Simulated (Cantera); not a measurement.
A perfectly stirred reactor is fed with C₂H₆ : H₂ = 1 : 30 (molar parts), at 0.250 bar; it is held at 1175 K, and followed from long to short residence time.

Computed with Cantera and GRI-Mech 3.0 (53 species, 325 reactions). GRI-Mech 3.0 stops at C3 and has no aromatics, soot or wall deposition, so with more carbon than oxygen in the feed, carbon stays in small species such as C2H2 where larger ones or solid carbon would form.

Question: What does this change do: temperature 1175 to 1375 K?

Answer: 
```tsv
quantity	before	after
x(C₂H₆) at τ = 1.20 s	0.00175	9.71e-5
x(H₂) at τ = 1.20 s	0.960	0.959
x(C₂H₂) at τ = 1.20 s	0.00293	0.0160
x(C₂H) at τ = 1.20 s	2.21e-12	3.76e-10
x(C₂H₄) at τ = 1.20 s	0.0182	0.00504
x(C₂H₆) at τ = 11.0 ms	0.0215	0.00224
x(H₂) at τ = 11.0 ms	0.967	0.960
x(C₂H₂) at τ = 11.0 ms	6.79e-5	0.00716
x(C₂H) at τ = 11.0 ms	<1e-12	6.02e-10
x(C₂H₄) at τ = 11.0 ms	0.00902	0.0136
```

Question: What does this change do: C2H6 1 to 0.23 parts?

Answer: 
```
quantity                  before     after
----------------------  --------  --------
x(C₂H₆) at τ = 1.20 s    0.00175  0.000414
x(H₂) at τ = 1.20 s        0.960     0.990
x(C₂H₂) at τ = 1.20 s    0.00293  0.000679
x(C₂H) at τ = 1.20 s    2.21e-12    <1e-12
x(C₂H₄) at τ = 1.20 s     0.0182   0.00430
x(C₂H₆) at τ = 11.0 ms    0.0215   0.00516
x(H₂) at τ = 11.0 ms       0.967     0.992
x(C₂H₂) at τ = 11.0 ms   6.79e-5   1.50e-5
x(C₂H) at τ = 11.0 ms     <1e-12    <1e-12
x(C₂H₄) at τ = 11.0 ms   0.00902   0.00210
```
